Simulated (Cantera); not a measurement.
A jet of CH4 : O2 : N2 = 0.011 : 0.085 : 0.79 (molar parts) at 300 K and 47000 Pa hits a platinum plate 5 cm away at a mass flux of 0.037 kg/m²/s; the plate temperature is set and raised in steps from an oxygen-covered start.

Model: Deutschmann's 1995 Pt surface mechanism with GRI-Mech 3.0 gas chemistry, integrated in Cantera. Catalytic surfaces can have several steady states; this one follows from the mechanism file's or the stated starting coverage.

x: mole fraction at the wall; θ: surface coverage.

```
plate T (K)  wall x CH4  wall x O2  wall x H2O  wall x OH  wall x CO  wall x CO2  θ free Pt   θ O*    θ OH*
-----------  ----------  ---------  ----------  ---------  ---------  ----------  ---------  -----  -------
900             0.00512     0.0805      0.0136    1.37e-8    1.63e-6     0.00888      0.138  0.860  0.00183
950             0.00310     0.0762      0.0173    4.02e-8    1.35e-6      0.0113      0.194  0.804  0.00193
1000                ___     0.0738      0.0194        ___        ___      0.0127        ___  0.744  0.00187
1050            0.00120     0.0724      0.0206    2.56e-7    1.42e-6      0.0134      0.316  0.683  0.00174
1100                ___     0.0715      0.0214        ___        ___      0.0139        ___    ___      ___
```

Some entries are withheld; supply them.


- 1000, wall x CH4: 0.00194
- 1000, wall x OH: 1.04e-7
- 1000, wall x CO: 1.13e-6
- 1000, θ free Pt: 0.254
- 1100, wall x CH4: 0.000749
- 1100, wall x OH: 5.47e-7
- 1100, wall x CO: 1.77e-6
- 1100, θ free Pt: 0.377
- 1100, θ O*: 0.621
- 1100, θ OH*: 0.00159
